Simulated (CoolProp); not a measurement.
Vapour-liquid equilibrium of propane (1) + R134a (2) at 41.35 °C; x and y are mole fractions of (1).

Computed with CoolProp (multi-fluid Helmholtz-energy mixture model, Lemmon 2009 and Tillner-Roth 1994; pair parameters Bell 2016).

```json
[
 {"x": "0.05", "bubble pressure (bar)": "[?]", "y at the bubble point": "0.144", "dew pressure at overall composition x (bar)": "11.06", "liquid density (mol/L)": "11.03"},
 {"x": "0.15", "bubble pressure (bar)": "14.45", "y at the bubble point": "0.312", "dew pressure at overall composition x (bar)": "12.22", "liquid density (mol/L)": "10.75"},
 {"x": "0.25", "bubble pressure (bar)": "[?]", "y at the bubble point": "0.408", "dew pressure at overall composition x (bar)": "13.55", "liquid density (mol/L)": "10.49"},
 {"x": "0.35", "bubble pressure (bar)": "16.81", "y at the bubble point": "0.475", "dew pressure at overall composition x (bar)": "15.04", "liquid density (mol/L)": "10.28"},
 {"x": "0.45", "bubble pressure (bar)": "17.35", "y at the bubble point": "0.528", "dew pressure at overall composition x (bar)": "16.50", "liquid density (mol/L)": "10.12"},
 {"x": "0.55", "bubble pressure (bar)": "[?]", "y at the bubble point": "0.578", "dew pressure at overall composition x (bar)": "17.50", "liquid density (mol/L)": "10.04"},
 {"x": "0.65", "bubble pressure (bar)": "17.64", "y at the bubble point": "0.631", "dew pressure at overall composition x (bar)": "17.58", "liquid density (mol/L)": "10.03"},
 {"x": "0.75", "bubble pressure (bar)": "[?]", "y at the bubble point": "[?]", "dew pressure at overall composition x (bar)": "16.89", "liquid density (mol/L)": "10.11"},
 {"x": "0.85", "bubble pressure (bar)": "16.63", "y at the bubble point": "0.776", "dew pressure at overall composition x (bar)": "15.83", "liquid density (mol/L)": "10.24"},
 {"x": "0.95", "bubble pressure (bar)": "15.21", "y at the bubble point": "0.904", "dew pressure at overall composition x (bar)": "[?]", "liquid density (mol/L)": "[?]"}
]
```

Task: What belongs in the gaps?

Result: 
- 0.05, bubble pressure (bar): 12.14
- 0.25, bubble pressure (bar): 15.91
- 0.55, bubble pressure (bar): 17.62
- 0.75, bubble pressure (bar): 17.36
- 0.75, y at the bubble point: 0.693
- 0.95, dew pressure at overall composition x (bar): 14.69
- 0.95, liquid density (mol/L): 10.44

y crosses x between x = 0.55 and 0.65: the model has an azeotrope there.

The pair parameters rest on a limited set of measurements; away from them the model extrapolates.
